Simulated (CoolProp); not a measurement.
Properties of 1,2-dichloroethane along the isobar 4.71 MPa.

Values from CoolProp's reference Helmholtz-energy equation of state, Thol 2015.

```tsv
T (K)	phase	cp (kJ/(kg K))	cv (kJ/(kg K))	speed of sound (m/s)	Joule-Thomson coefficient (K/MPa)	isothermal compressibility (1/MPa)
410.4	liquid	1.431	0.9611	796.4	-0.2127	0.002183
417.4	liquid	1.442	0.9665	770.6	-0.1915	0.002365
424.4	liquid	1.454	0.9722	744.8	-0.1685	0.002568
431.4	liquid	1.467	0.9781	719.1	-0.1435	0.002796
438.3	liquid	1.479	0.9842	693.8	-0.1166	0.003050
445.3	liquid	1.493	0.9907	668.1	-0.08665	0.003342
452.3	liquid	1.508	0.9975	642.4	-0.05354	0.003676
459.2	liquid	1.523	1.005	617.1	-0.01725	0.004055
466.2	liquid	1.541	1.012	591.4	0.02403	0.004500
473.2	liquid	1.560	1.020	565.5	0.07079	0.005022
```
